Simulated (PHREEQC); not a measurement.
0.028 g of hydrous ferric oxide (600 m²/g; 0.2 weak and 0.005 strong sites per Fe, Dzombak-Morel constants, diffuse double layer) in 1 kg of water with 0.3 mol/kgw of an inert sodium salt and 0.0054 mmol/kgw NaF and 0.022 mmol/kgw ZnCl2, at 25 °C; the pH is set by adding NaOH or the inert anion's acid. O2 is buffered at 0.21 atm. The system is closed to CO2. Precipitation was switched off in this run.

The series has 17 steps of pH, from 3 to 11.

Equilibrium calculation in PHREEQC: ion-association model, wateq4f.dat.

Task: Near which pH is half of the Zn sorbed, and on which side is more sorbed?

Result: Near pH 7.5, with more sorbed at higher pH.

Task: At which pH does the surface charge pass through zero?

Result: Near pH 8.9.

Along this series the solution becomes supersaturated in solids that the run did not let form, among them Zincite(c). Complexes and solids missing from the database can't appear. The oxide is taken as insoluble; below pH 4 it would dissolve.
